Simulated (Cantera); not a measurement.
# Counterflow diffusion flame

A counterflow diffusion flame at 101000 Pa, nozzles 20 mm apart: fuel side 33.3 % H₂, 66.7 % N₂ at 375 K, oxidiser side 21.0 % O₂, 79.0 % N₂ at 300 K, fuel mass flux 0.65 times the oxidiser's; mixture-averaged transport, no radiation.

Model: the H2/O2 subset of GRI-Mech 3.0, which has no nitrogen chemistry, integrated in Cantera. The maximum strain rate includes the flame's own expansion and is several times the mean.

```tsv
oxidiser flux (kg/m²/s)	max strain (1/s)	mean strain (1/s)	T max (K)	peak x OH	peak x H	peak x H₂O	peak x HO₂
0.61	241	57.6	1820	0.00615	0.00678	0.212	3.33e-5
0.95	360	89.6	1780	0.00625	0.00794	0.208	4.67e-5
1.5	550	142	1734	0.00624	0.00925	0.205	6.28e-5
2.4	858	226	1691	0.00622	0.0108	0.201	8.33e-5
3.7	1290	349	1643	0.00609	0.0122	0.198	0.000106
5.8	1970	547	1589	0.00575	0.0135	0.193	0.000132
9.1	3030	859	1532	0.00535	0.0147	0.188	0.000162
14	4550	1320	1468	0.00470	0.0152	0.180	0.000196
```
x: mole fraction; the columns are a selection and need not sum to one.
